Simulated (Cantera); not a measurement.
A closed system holds: 1 mol Si3N4, 2.4 mol CO2, 20 mol N2, equilibrated at 0.0100 bar.

These are equilibrium values from Cantera (NASA tables, ideal gas, pure condensed phases), not measurements of a reactor. Candidate condensed phases: C, Si, SiC, SiO2, Si2N2O, Si3N4; 34 gas species. Mutual solubility and eutectic melting of coexisting phases are not modelled. The tables hold silica as quartz up to 1696 K and as liquid above; real silica turns to tridymite and cristobalite and melts near 1996 K. Rates play no part.

**Question.** What share of the Si ends up in condensed phases as a function of T (°C), at 825, 925, 1025, 1125, 1225, 1325, 1425, 1525, 1625, 1725?

**Answer.** 
| T (°C) | Si condensed (%) | as |
|---|---|---|
| 825 | 100.0 | SiO2(β-quartz) + Si2N2O(s) |
| 925 | 100.0 | SiO2(β-quartz) + Si2N2O(s) |
| 1025 | 100.0 | SiO2(β-quartz) + Si2N2O(s) |
| 1125 | 100.0 | SiO2(β-quartz) + Si2N2O(s) |
| 1225 | 99.2 | SiO2(β-quartz) + Si2N2O(s) |
| 1325 | 90.1 | SiO2(β-quartz) + Si2N2O(s) |
| 1425 | 40.0 | Si2N2O(s) |
| 1525 | 15.9 | SiC(s) + Si2N2O(s) |
| 1625 | 9.7 | SiC(s) |
| 1725 | 8.6 | SiC(s) |
